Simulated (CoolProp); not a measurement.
A single-stage vapour-compression cycle with n-perfluorobutane: evaporating at 259.15 K (dew point), condensing at 280.15 K (bubble point), superheat 8 K, subcooling 8 K, compressor efficiency 0.9, no pressure losses. Each further row changes one setting.

The numbers come from the reference Helmholtz-energy equation of state, Gao 2022 in CoolProp.

```
case                              cooling COP  pressure ratio  discharge temperature (K)  refrigerating effect (kJ/kg)  volumetric capacity (kJ/m³)
--------------------------------  -----------  --------------  -------------------------  ----------------------------  ---------------------------
as stated                                10.8            2.36                      280.1                          93.8                          631
evaporating temperature 264.15 K         15.0            1.89                      281.0                          97.7                          808
condensing temperature 275.15 K          14.7            1.95                      276.2                          99.3                          668
subcooling 13 K                          11.5            2.36                      280.1                          99.3                          668
superheat 18 K                           11.3            2.36                      289.1                           102                          660
compressor efficiency 0.8                9.63            2.36                      280.2                          93.8                          631
```

The compression ends wet for: as stated; subcooling 13 K.
